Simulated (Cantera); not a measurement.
Equilibrium for silicon nitride deposition: SiH2Cl2 + N2

Feed: 1 mol SiH2Cl2, a varied amount of N2, equilibrated at 1800 K and 0.555 Torr.

Cantera equilibrium calculation (NASA polynomials, part measured and part estimated; ideal gas, pure solids and liquids). Candidate condensed phases: NH4Cl, Si, Si3N4; 28 gas species. The tables' values for SiCl, SiCl3, SiN are old estimates; treat these amounts as uncertain. Equilibrium is a limit: real reactors are often held back by kinetics, nucleation or transport.

From 1.8 mol N2 to 32 mol N2 the condensed part is Si(l). At 46 mol N2 nothing is condensed. The main Si-bearing gas is SiCl2 throughout. The share of Si in condensed phases is highest at 1.8 mol N2 (20.2 %) and lowest at 46 mol N2 (0.0 %).

```csv
n(N2) (mol),log p N2,log p H2,log p SiCl2,log p HCl,n Si(l)
1.8,-3.46,-3.83,-3.83,-4.07,0.202
2.6,-3.38,-3.91,-3.91,-4.16,0.198
3.7,-3.32,-4.01,-4.01,-4.25,0.193
5.3,-3.27,-4.11,-4.11,-4.36,0.185
7.6,-3.24,-4.23,-4.23,-4.48,0.174
11,-3.21,-4.37,-4.37,-4.61,0.157
16,-3.18,-4.51,-4.51,-4.75,0.133
22,-3.17,-4.64,-4.63,-4.88,0.105
32,-3.16,-4.79,-4.79,-5.03,0.0575
46,-3.15,-4.94,-4.94,-5.18,0
```
log p: log10 of the partial pressure in bar; n: condensed amount in mol.
